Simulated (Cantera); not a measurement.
Input: 1 mol SiC, 0.0076 mol H2O, 31 mol H2, equilibrated at 1575 K and 13300 Pa.

Equilibrium computed with Cantera from the NASA thermochemical tables; the gas is ideal and each condensed phase is pure. Candidate condensed phases: C, C6H6, C7H8, C8H18, H2O, Si, SiC, SiO2; 123 gas species. Kinetics and transport are ignored.

Base state: H2 1.000, SiO 0.000128, CO 0.000117, H 0.000114, CH4 1.19e-5 (mole fractions); condensed: SiC(s).

Q: What changes in the equilibrium state with this change: temperature from 1575 K to 1125 K?

A: 
| species | before | after |
|---|---|---|
| H2 | 1.000 | 1.000 |
| CH4 | 1.19e-5 | 0.000122 |
| CO | 0.000117 | 3.06e-7 |
| SiO | 0.000128 | 7.23e-8 |
| H | 0.000114 | 1.22e-7 |
| SiC(s), mol | 0.996 | 0.996 |
| SiO2(β-quartz), mol | 0 | 0.00379 |
Mutual solubility and eutectic melting of coexisting phases are not modelled.
